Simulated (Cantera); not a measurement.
# Stirred combustor or abatement burner

A perfectly stirred reactor is fed with C3H8 : O2 : N2 = 1 : 7.58 : 28.5 (molar parts), equivalence ratio 0.66, at 101000 Pa; it is adiabatic with a 350 K inlet, and is followed from long to short residence time, starting on the burning branch (τ in s: 0.16, 0.064, 0.026, 0.011, 0.0043, 0.0018, 0.00072, 0.0003, 0.00012, 4.9e-05).

Detailed kinetics in Cantera: GRI-Mech 3.0 (53 species, 325 reactions). GRI-Mech 3.0 was tuned for natural gas; its chemistry of propane as a main component is partial and can be far from experiment.

```tsv
τ (s)	T (K)	x C3H8	x O2	x H2	x HO2	x OH
0.16	1845	4.96e-7	0.0676	0.000130	1.24e-6	0.00134
0.064	1839	9.95e-7	0.0676	0.000221	1.90e-6	0.00173
0.026	1829	1.89e-6	0.0678	0.000377	3.06e-6	0.00222
0.011	1814	3.41e-6	0.0681	0.000618	4.91e-6	0.00277
0.0043	1789	6.41e-6	0.0688	0.00103	8.21e-6	0.00342
0.0018	1754	1.18e-5	0.0699	0.00157	1.30e-5	0.00397
0.00072	1701	2.42e-5	0.0721	0.00229	2.11e-5	0.00430
0.00030	1625	5.80e-5	0.0766	0.00314	3.62e-5	0.00407
0.00012	350	0.0270	0.204	<1e-12	<1e-12	<1e-12
4.9e-5	350	0.0270	0.204	<1e-12	<1e-12	<1e-12
```
x: mole fraction; the columns are a selection and need not sum to one.
